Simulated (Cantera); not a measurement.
## Hydrocarbon pyrolysis for carbon deposition

A perfectly stirred reactor is fed with CH4 : N2 = 1 : 3 (molar parts), at 2.55 Torr; it is held at 1900 K, and followed from long to short residence time.

Computed with Cantera and GRI-Mech 3.0 (53 species, 325 reactions). GRI-Mech 3.0 stops at C3 and has no aromatics, soot or wall deposition, so with more carbon than oxygen in the feed, carbon stays in small species such as C2H2 where larger ones or solid carbon would form. Radical loss at walls, strong at low pressure, is not modelled.

| τ (s) | x CH4 | x C2H6 | x H | x CH2 | x CH3 | x H2 | x C2H2 |
|---|---|---|---|---|---|---|---|
| 0.81 | 0.0343 | 3.66e-6 | 0.000967 | 8.32e-6 | 0.00250 | 0.256 | 0.0845 |
| 0.40 | 0.0522 | 6.88e-6 | 0.000803 | 9.48e-6 | 0.00340 | 0.233 | 0.0764 |
| 0.20 | 0.0766 | 1.17e-5 | 0.000642 | 1.05e-5 | 0.00446 | 0.202 | 0.0651 |
| 0.10 | 0.110 | 1.73e-5 | 0.000469 | 1.10e-5 | 0.00557 | 0.160 | 0.0497 |
| 0.050 | 0.153 | 1.99e-5 | 0.000283 | 1.04e-5 | 0.00637 | 0.106 | 0.0300 |
| 0.025 | 0.202 | 1.40e-5 | 0.000117 | 7.54e-6 | 0.00604 | 0.0479 | 0.0106 |
| 0.012 | 0.236 | 5.03e-6 | 3.12e-5 | 3.43e-6 | 0.00413 | 0.0113 | 0.00143 |
| 0.0062 | 0.246 | 1.44e-6 | 1.10e-5 | 1.20e-6 | 0.00234 | 0.00259 | 0.000132 |
| 0.0031 | 0.248 | 3.42e-7 | 6.17e-6 | 3.45e-7 | 0.00120 | 0.000771 | 8.85e-6 |
x: mole fraction; the columns are a selection and need not sum to one.
